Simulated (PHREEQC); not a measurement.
1 kg of water holding 0.23 mol/kgw NaCl, 0.006 mol/kgw KCl and 0.26 mol/kgw NaBr is evaporated at 15 °C; the solids stay in contact with the brine. No CO2 enters from the air. Solids allowed: Halite, Sylvite. Others were left out.

The numbers come from PHREEQC with the Pitzer model, pitzer.dat.

Q: Predict water activity at water left (kg) = 0.2082, 0.07809.

A: 
```
water left (kg)  water activity
---------------  --------------
0.2082                    0.916
0.07809                   0.732
```

Complexes and solids missing from the database can't appear.
